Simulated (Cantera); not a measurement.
**Calcination and drying: LiOH + H2O**

Feed: 1 mol LiOH, 0.38 mol H2O, equilibrated at 0.0133 bar.

Equilibrium computed with Cantera from the NASA thermochemical tables; the gas is ideal and each condensed phase is pure. Candidate condensed phases: H2O, Li, LiH, LiOH, Li2O; 17 gas species. Kinetics and transport are ignored.

From 1025 °C to 1375 °C the condensed part is Li2O(s). From 1425 °C to 1575 °C nothing is condensed. The main Li-bearing gas is LiOH throughout.

```csv
T (°C),x H2O,x LiOH,x Li,x Li2O,x O2,n Li2O(s)
1025,0.971,0.0284,4.86e-7,9.53e-7,4.81e-5,0.487
1075,0.947,0.0519,1.97e-6,3.90e-6,8.35e-5,0.476
1125,0.909,0.0898,7.24e-6,1.43e-5,0.000138,0.458
1175,0.851,0.147,2.43e-5,4.79e-5,0.000217,0.429
1225,0.769,0.229,7.54e-5,0.000147,0.000327,0.385
1275,0.661,0.335,0.000218,0.000419,0.000471,0.321
1325,0.533,0.462,0.000588,0.00111,0.000659,0.232
1375,0.398,0.594,0.00148,0.00276,0.000922,0.119
1425,0.281,0.705,0.00338,0.00613,0.00135,0
1475,0.281,0.702,0.00525,0.00670,0.00199,0
1525,0.282,0.696,0.00792,0.00723,0.00286,0
1575,0.282,0.689,0.0117,0.00773,0.00404,0
```
x: gas mole fraction; n: condensed amount in mol.
